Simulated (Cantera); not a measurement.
A Cantera script and its output.

```python
import numpy as np
import cantera as ct

gas = ct.Solution("gri30.yaml", transport_model="multicomponent")
show = ['H2', 'CO2', 'H2O']

rows = []
print(f"{'T/K':>7s}{'rho':>11s}{'cp':>10s}{'mu':>11s}{'lambda':>11s}{'Pr':>7s}" + "".join(f"{'D_' + s:>11s}" for s in show))
for T in [400, 650, 900, 1150, 1400, 1650]:
    gas.TPX = T, 500000, {'N2': 0.57, 'C2H2': 0.12}
    Pr = gas.cp_mass * gas.viscosity / gas.thermal_conductivity
    D = [gas.mix_diff_coeffs_mole[gas.species_index(s)] for s in show]
    rows.append([gas.density, gas.cp_mass, gas.viscosity, gas.thermal_conductivity, Pr, *D])
    print(f"{T:7g}{gas.density:11.4e}{gas.cp_mass:10.1f}{gas.viscosity:11.4e}"
          f"{gas.thermal_conductivity:11.4e}{Pr:7.3f}" + "".join(f"{d:11.4e}" for d in D))
print("SI units: kg/m3, J/kg/K, Pa s, W/m/K, m2/s")
```

It prints:

```
    T/K        rho        cp         mu     lambda     Pr       D_H2      D_CO2      D_H2O
    400 4.1600e+00    1191.3 2.0453e-05 3.3456e-02  0.728 2.4682e-05 5.1676e-06 7.6144e-06
    650 2.5600e+00    1281.0 2.8886e-05 5.0782e-02  0.729 5.5765e-05 1.2195e-05 1.8820e-05
    900 1.8489e+00    1372.7 3.5984e-05 6.7747e-02  0.729 9.5848e-05 2.1321e-05 3.3656e-05
   1150 1.4469e+00    1444.7 4.2312e-05 8.3781e-02  0.730 1.4395e-04 3.2284e-05 5.1594e-05
   1400 1.1886e+00    1498.9 4.8121e-05 9.8818e-02  0.730 1.9941e-04 4.4918e-05 7.2310e-05
   1650 1.0085e+00    1540.8 5.3549e-05 1.1301e-01  0.730 2.6176e-04 5.9108e-05 9.5590e-05
SI units: kg/m3, J/kg/K, Pa s, W/m/K, m2/s
```

Model: GRI-Mech 3.0 (53 species, 325 reactions), integrated in Cantera. The composition is frozen, though it would react at the higher temperatures.
